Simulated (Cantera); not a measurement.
Input (Python, Cantera) and output of one run.

```python
import numpy as np
import cantera as ct

gas_names = """
    C CH CH2 CH3 CH2OH CH3O CH4 CH3OH CO CO2 COOH C2 C2H CHCO,ketyl C2H2,acetylene C2H2,vinylidene
    CH2CO,ketene C2H3,vinyl CH3CO,acetyl C2H4 C2H4O,ethylen CH3CHO,ethanal CH3COOH (HCOOH)2 C2H5 C2H6
    CH3OCH3 C2H5OH C2O C3 C3H3,propargyl C3H4,allene C3H4,propyne C3H4,cyclo- C3H5,allyl C3H6,propylene
    C3H6,cyclo- C3H6O C3H7,n-propyl C3H7,i-propyl C3H8 C3H8O,1propanol C3H8O,2propanol C3O2 C4 C4H2
    C4H4,1,3-cyclo- C4H6,butadiene C4H6,2-butyne C4H6,cyclo- C4H8,1-butene C4H8,cis2-buten
    C4H8,tr2-butene C4H8,isobutene C4H8,cyclo- (CH3COOH)2 C4H9,n-butyl C4H9,i-butyl C4H9,s-butyl
    C4H9,t-butyl C4H10,isobutane C4H10,n-butane C5 C5H6,1,3cyclo- C5H8,cyclo- C5H10,1-pentene
    C5H10,cyclo- C5H11,pentyl C5H11,t-pentyl C5H12,n-pentane C5H12,i-pentane CH3C(CH3)2CH3 C6H2
    C6H5,phenyl C6H5O,phenoxy C6H6 C6H5OH,phenol C6H10,cyclo- C6H12,1-hexene C6H12,cyclo- C6H13,n-hexyl
    C7H7,benzyl C7H8 C7H8O,cresol C7H14,1-heptene C7H15,n-heptyl C7H16,n-heptane C8H8,styrene
    C8H10,ethylbenz C8H16,1-octene C8H17,n-octyl C8H18,isooctane C8H18,n-octane C9H19,n-nonyl
    C10H8,naphthale C10H21,n-decyl C12H9,o-bipheny C12H10,bipheny Ca CaO CaOH CaO2H2 Ca2 H HCO HO2 H2
    HCHO,formaldehy HCOOH H2O H2O2 O OH O2 O3
""".split()
cond_names = """
    C(gr) C6H6(L) C7H8(L) C8H18(L),n-octa Ca(a) Ca(b) Ca(L) CaCO3(caL) CaO(s) CaO(L) CaO2H2(s) H2O(s)
    H2O(L)
""".split()


def load(file, names, dense=False):
    # The tables refer to 1 bar. Condensed volumes are neglected.
    table = {s.name: s for s in ct.Species.list_from_file(file)}
    out = []
    for n in names:
        d = dict(table[n].input_data)
        d["thermo"] = dict(d["thermo"], **{"reference-pressure": 1e5})
        if dense:
            d["equation-of-state"] = {"model": "constant-volume", "density": "1e6 g/cm^3"}
        out.append(ct.Species.from_dict(d))
    return out


gas = ct.Solution(thermo="ideal-gas", species=load("nasa_gas.yaml", gas_names))
cond = {s.name: ct.Solution(thermo="fixed-stoichiometry", species=[s], name=s.name)
        for s in load("nasa_condensed.yaml", cond_names, dense=True)}
atoms = {
    'Ca(OH)2': {'Ca': 1, 'O': 2, 'H': 2},
    'CO2': {'C': 1, 'O': 2},
}
top_T = {'C(gr)': 4500}  # K; cautious upper limits of use, not melting points


def equilibrate(T, P, feed):
    n = {}
    for name, mol in feed.items():
        for a, k in atoms[name].items():
            n[a] = n.get(a, 0.0) + k * mol
    gas.TPX = T, P, n
    mass = sum(n.values()) * gas.mean_molecular_weight
    gas.equilibrate("TP")
    valid = [c for c in cond.values() if c.min_temp <= T <= top_T.get(c.name, c.max_temp)]
    mix = ct.Mixture([(gas, mass / gas.mean_molecular_weight)] + [(c, 0.0) for c in valid])
    mix.T, mix.P = T, P
    mix.equilibrate("TP", solver="vcs", rtol=1e-11, max_steps=5000)
    return mix


results = []
feed = {'Ca(OH)2': 1, 'CO2': 0.59}  # mol
T = 1823  # K
P = 320  # Pa
mix = equilibrate(T, P, feed)
results.append((T, P, feed, dict(zip(mix.species_names, mix.species_moles))))
x = sorted(zip(gas.X, gas.species_names), reverse=True)
print(f"T = {T:g} K  P = {P:g} Pa  gas = {mix.phase_moles(0):.4g} mol")
print("   x: " + "  ".join(f"{s} {v:.3e}" for v, s in x if v > 1e-06))
print("   condensed (mol): " + ("  ".join(f"{mix.phase(i).name} {mix.phase_moles(i):.4g}"
      for i in range(1, mix.n_phases) if mix.phase_moles(i) > 1e-12) or "none"))
```

Result:

```
T = 1823 K  P = 320 Pa  gas = 1.611 mol
   x: H2O 6.114e-01  CO2 3.505e-01  CO 1.577e-02  O2 1.046e-02  H2 7.035e-03  OH 3.885e-03  H 6.424e-04  O 2.727e-04  CaO2H2 1.370e-05
   condensed (mol): CaO(s) 1
```

Equilibrium computed with Cantera from the NASA thermochemical tables; the gas is ideal and each condensed phase is pure.
